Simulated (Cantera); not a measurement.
Cantera run:

```python
import numpy as np
import cantera as ct

gas_names = """
    C CH CH2 CH3 CH2OH CH3O CH4 CH3OH CN CO CO2 COOH C2 C2H CHCO,ketyl C2H2,acetylene C2H2,vinylidene
    CH2CO,ketene C2H3,vinyl CH3CN CH3CO,acetyl C2H4 C2H4O,ethylen CH3CHO,ethanal CH3COOH (HCOOH)2 C2H5
    C2H6 CH3OCH3 C2H5OH CCN CNC C2N2 C2O C3 C3H3,propargyl C3H4,allene C3H4,propyne C3H4,cyclo-
    C3H5,allyl C3H6,propylene C3H6,cyclo- C3H6O C3H7,n-propyl C3H7,i-propyl C3H8 C3H8O,1propanol
    C3H8O,2propanol C3O2 C4 C4H2 C4H4,1,3-cyclo- C4H6,butadiene C4H6,2-butyne C4H6,cyclo- C4H8,1-butene
    C4H8,cis2-buten C4H8,tr2-butene C4H8,isobutene C4H8,cyclo- (CH3COOH)2 C4H9,n-butyl C4H9,i-butyl
    C4H9,s-butyl C4H9,t-butyl C4H10,isobutane C4H10,n-butane C4N2 C5 C5H6,1,3cyclo- C5H8,cyclo-
    C5H10,1-pentene C5H10,cyclo- C5H11,pentyl C5H11,t-pentyl C5H12,n-pentane C5H12,i-pentane
    CH3C(CH3)2CH3 C6H2 C6H5,phenyl C6H5O,phenoxy C6H6 C6H5OH,phenol C6H10,cyclo- C6H12,1-hexene
    C6H12,cyclo- C6H13,n-hexyl C7H7,benzyl C7H8 C7H8O,cresol C7H14,1-heptene C7H15,n-heptyl
    C7H16,n-heptane C8H8,styrene C8H10,ethylbenz C8H16,1-octene C8H17,n-octyl C8H18,isooctane
    C8H18,n-octane C9H19,n-nonyl C10H8,naphthale C10H21,n-decyl C12H9,o-bipheny C12H10,bipheny H HCN HCO
    HCCN HNC HNCO HNO HNO2 HNO3 HO2 H2 HCHO,formaldehy HCOOH H2O H2O2 N NCO NH NH2 NH3 NH2OH NO NO2 NO3
    N2 N2H2 N2H4 N2O O OH O2 O3 Si SiC SiC2 SiC4H12 SiH SiH2 SiH3 SiH4 SiN SiO SiO2 Si2 Si2C Si2N Si3
""".split()
cond_names = """
    C(gr) C6H6(L) C7H8(L) C8H18(L),n-octa H2O(s) H2O(L) Si(cr) Si(L) SiC(b) SiO2(Lqz) SiO2(hqz) SiO2(L)
    Si2N2O(s) Si3N4(a)
""".split()


def load(file, names, dense=False):
    # The tables refer to 1 bar. Condensed volumes are neglected.
    table = {s.name: s for s in ct.Species.list_from_file(file)}
    out = []
    for n in names:
        d = dict(table[n].input_data)
        d["thermo"] = dict(d["thermo"], **{"reference-pressure": 1e5})
        if dense:
            d["equation-of-state"] = {"model": "constant-volume", "density": "1e6 g/cm^3"}
        out.append(ct.Species.from_dict(d))
    return out


gas = ct.Solution(thermo="ideal-gas", species=load("nasa_gas.yaml", gas_names))
cond = {s.name: ct.Solution(thermo="fixed-stoichiometry", species=[s], name=s.name)
        for s in load("nasa_condensed.yaml", cond_names, dense=True)}
atoms = {
    'TEOS': {'Si': 1, 'C': 8, 'H': 20, 'O': 4},
    'H2O': {'H': 2, 'O': 1},
    'N2': {'N': 2},
}
top_T = {'C(gr)': 4500, 'SiC(b)': 3050, 'Si2N2O(s)': 2100, 'Si3N4(a)': 2400}  # K; cautious upper limits of use, not melting points


def equilibrate(T, P, feed):
    n = {}
    for name, mol in feed.items():
        for a, k in atoms[name].items():
            n[a] = n.get(a, 0.0) + k * mol
    gas.TPX = T, P, n
    mass = sum(n.values()) * gas.mean_molecular_weight
    gas.equilibrate("TP")
    valid = [c for c in cond.values() if c.min_temp <= T <= top_T.get(c.name, c.max_temp)]
    mix = ct.Mixture([(gas, mass / gas.mean_molecular_weight)] + [(c, 0.0) for c in valid])
    mix.T, mix.P = T, P
    mix.equilibrate("TP", solver="vcs", rtol=1e-11, max_steps=5000)
    return mix


results = []
feed = {'TEOS': 1, 'H2O': 21, 'N2': 7.4}  # mol
P = 24000  # Pa
for T in [575, 775, 975, 1175, 1375, 1575, 1775, 1975]:
    mix = equilibrate(T, P, feed)
    results.append((T, P, feed, dict(zip(mix.species_names, mix.species_moles))))

top = {s: max(r[3][s] / sum(r[3][g] for g in gas_names) for r in results) for s in gas_names}
cols = sorted((s for s in top if top[s] > 1e-05), key=lambda s: -top[s])[:6]
seen = [c for c in cond_names if any(r[3].get(c, 0) > 1e-12 for r in results)]
print("log10 of partial pressures in bar; condensed amounts in mol")
print(f"{'T/K':>10s}" + "".join(f"{s[:9]:>10s}" for s in cols + seen))
for T, P, feed, n in results:
    ng = sum(n[g] for g in gas_names)
    print(f"{T:10.4g}" + "".join(f"{np.log10(max(n[s] / ng * P / 1e5, 1e-99)):10.3f}" for s in cols)
          + "".join(f"{n.get(c, 0):10.4g}" for c in seen))
```

Result:

```
log10 of partial pressures in bar; condensed amounts in mol
       T/K       H2O        H2        N2       CH4        CO       CO2 SiO2(Lqz) SiO2(hqz)   SiO2(L)
       575    -0.924    -1.762    -1.303    -1.444    -4.188    -1.751         1         0         0
       775    -1.195    -1.042    -1.387    -2.068    -2.104    -1.554         1         0         0
       975    -1.237    -0.990    -1.417    -4.519    -1.663    -1.707         0         1         0
      1175    -1.197    -1.014    -1.417    -6.587    -1.563    -1.853         0         1         0
      1375    -1.174    -1.030    -1.417    -8.067    -1.512    -1.973         0         1         0
      1575    -1.161    -1.040    -1.417    -9.170    -1.484    -2.068         0         1         0
      1775    -1.153    -1.046    -1.417   -10.020    -1.466    -2.143         0         0    0.9997
      1975    -1.147    -1.052    -1.418   -10.695    -1.455    -2.203         0         0    0.9883
```

Method: chemical equilibrium by Gibbs-energy minimisation in Cantera with the NASA 1993 tables (ideal gas, pure condensed phases). The feed counts by its element totals alone. The tables hold silica as quartz up to 1696 K and as liquid above; real silica turns to tridymite and cristobalite and melts near 1996 K. Gases not in the tables: Si(OH)4.
